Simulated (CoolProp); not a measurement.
A single-stage vapour-compression cycle with the fluid: evaporating at 225.15 K (dew point), condensing at 270.15 K (bubble point), superheat 5 K, subcooling 2 K, compressor efficiency 0.85, no pressure losses. The same conditions are run with several fluids, on thermodynamics alone (safety and materials aside).

Values from CoolProp's reference Helmholtz-energy equation of state of each fluid (fluoroethane (R161): Wu 2012; R115: Lemmon 2016; hydrogen chloride: Thol 2018; propylene: Lemmon 2013; sulfur dioxide: Gao 2016; CH3F (R41): Lemmon 2006).

Q: Rank fluoroethane (R161), R115, hydrogen chloride, propylene, sulfur dioxide, CH3F (R41) by cooling COP, highest first.

A: fluoroethane (R161) (3.61), propylene (3.59), sulfur dioxide (3.45), R115 (3.41), CH3F (R41) (3.30), hydrogen chloride (3.27)

| fluid | pressure ratio | discharge temperature (K) | refrigerating effect (kJ/kg) | volumetric capacity (kJ/m³) |
|---|---|---|---|---|
| fluoroethane (R161) | 6.47 | 319.6 | 355 | 556 |
| R115 | 5.96 | 276.9 | 90.4 | 505 |
| hydrogen chloride | 4.20 | 360.9 | 325 | 3860 |
| propylene | 5.36 | 304.8 | 347 | 787 |
| sulfur dioxide | 10.4 | 399.2 | 366 | 162 |
| CH3F (R41) | 4.46 | 336.8 | 349 | 2890 |
